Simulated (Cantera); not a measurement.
Feed: 1 mol Si, a varied amount of HF, 3.9 mol H₂, held at 1223 K and 1.20 mbar.

Cantera equilibrium calculation (NASA polynomials, part measured and part estimated; ideal gas, pure solids and liquids). Candidate condensed phases: Si; 25 gas species. Equilibrium is a limit: real reactors are often held back by kinetics, nucleation or transport.

**Question.** Which condensed phases are stable at each of these points (n(HF) (mol)): 2.2, 2.7, 3.4, 4.3, 5.3, 6.6, 8.3, 10, 13, 16, 20?

**Answer.** 
```
n(HF) (mol)  condensed phases  Si condensed (%)
-----------  ----------------  ----------------
2.2                     Si(s)              43.3
2.7                     Si(s)              30.5
3.4                     Si(s)              12.5
4.3                  gas only               0.0
5.3                  gas only               0.0
6.6                  gas only               0.0
8.3                  gas only               0.0
10                   gas only               0.0
13                   gas only               0.0
16                   gas only               0.0
20                   gas only               0.0
```

From 2.2 mol HF to 3.4 mol HF the condensed part is Si(s). From 4.3 mol HF to 20 mol HF nothing is condensed.
